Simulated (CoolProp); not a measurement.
Vapour-liquid equilibrium of isohexane (1) + benzene (2) at 26.2 kPa; x and y are mole fractions of (1).

The numbers come from the multi-fluid Helmholtz-energy mixture model, Lemmon 2006 and Thol 2012; pair parameters Bell 2016 in CoolProp.

```json
[
 {"x": "0.05", "bubble temperature, mixture model (°C)": "38.4", "bubble temperature, Raoult's law (°C)": "40.5", "y, mixture model": "___", "y, Raoult's law": "0.098"},
 {"x": "0.125", "bubble temperature, mixture model (°C)": "34.8", "bubble temperature, Raoult's law (°C)": "38.6", "y, mixture model": "___", "y, Raoult's law": "0.230"},
 {"x": "0.2", "bubble temperature, mixture model (°C)": "32.5", "bubble temperature, Raoult's law (°C)": "36.9", "y, mixture model": "0.436", "y, Raoult's law": "0.345"},
 {"x": "0.275", "bubble temperature, mixture model (°C)": "30.7", "bubble temperature, Raoult's law (°C)": "35.3", "y, mixture model": "0.511", "y, Raoult's law": "0.446"},
 {"x": "0.35", "bubble temperature, mixture model (°C)": "29.4", "bubble temperature, Raoult's law (°C)": "33.7", "y, mixture model": "0.571", "y, Raoult's law": "0.535"},
 {"x": "0.425", "bubble temperature, mixture model (°C)": "28.3", "bubble temperature, Raoult's law (°C)": "32.3", "y, mixture model": "0.622", "y, Raoult's law": "0.614"},
 {"x": "0.5", "bubble temperature, mixture model (°C)": "27.4", "bubble temperature, Raoult's law (°C)": "30.9", "y, mixture model": "___", "y, Raoult's law": "0.684"},
 {"x": "0.575", "bubble temperature, mixture model (°C)": "26.6", "bubble temperature, Raoult's law (°C)": "29.6", "y, mixture model": "0.715", "y, Raoult's law": "0.746"},
 {"x": "0.65", "bubble temperature, mixture model (°C)": "25.9", "bubble temperature, Raoult's law (°C)": "28.3", "y, mixture model": "___", "y, Raoult's law": "0.803"},
 {"x": "0.725", "bubble temperature, mixture model (°C)": "25.2", "bubble temperature, Raoult's law (°C)": "27.1", "y, mixture model": "0.809", "y, Raoult's law": "0.853"},
 {"x": "0.8", "bubble temperature, mixture model (°C)": "___", "bubble temperature, Raoult's law (°C)": "26.0", "y, mixture model": "___", "y, Raoult's law": "0.899"},
 {"x": "0.875", "bubble temperature, mixture model (°C)": "24.0", "bubble temperature, Raoult's law (°C)": "24.9", "y, mixture model": "0.909", "y, Raoult's law": "0.940"},
 {"x": "0.95", "bubble temperature, mixture model (°C)": "23.5", "bubble temperature, Raoult's law (°C)": "23.9", "y, mixture model": "0.963", "y, Raoult's law": "0.977"}
]
```

Problem. Complete the blanks.

Solution. 
- 0.05, y, mixture model: 0.170
- 0.125, y, mixture model: 0.331
- 0.5, y, mixture model: 0.669
- 0.65, y, mixture model: 0.761
- 0.8, bubble temperature, mixture model (°C): 24.6
- 0.8, y, mixture model: 0.858

The largest gap from Raoult's law is -4.6 K in bubble temperature, at x = 0.275. No azeotrope shows between x = 0.05 and 0.95.

Pair parameters are fitted to limited data, so mixtures are less certain than the pure fluids.
